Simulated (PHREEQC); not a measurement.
Dissolve 55 mmol/kgw H2SO4, 5.3 mmol/kgw MnSO4 and 2.3 mmol/kgw Na2SO4 at 10 °C. Closed to the air; pH follows from the charge balance.

Computed with PHREEQC (ion-association model, phreeqc.dat).

```json
[
 {"quantity": "pH", "before": "1.24", "after": "0.61"},
 {"quantity": "HSO4- (mol/kgw)", "before": "0.0404", "after": "0.239"},
 {"quantity": "SO4-2 (mol/kgw)", "before": "0.0205", "after": "0.0425"},
 {"quantity": "Na+ (mol/kgw)", "before": "0.00445", "after": "0.00439"},
 {"quantity": "Mn+2 (mol/kgw)", "before": "0.00380", "after": "0.00395"}
]
```

**Question.** Name the change that produced these shifts.
A) diluted 10-fold with water
B) H2SO4 from 0.055 to 0.275 mol/kgw
C) Na2SO4 from 0.0023 to 0.0115 mol/kgw
D) H2SO4 replaced by NH4HSO4 at the same molality

**Answer.** B, H2SO4 from 0.055 to 0.275 mol/kgw

Precipitation was switched off in this run. At this temperature some constants are extrapolated from 25 °C, and those without enthalpy data are left unchanged.
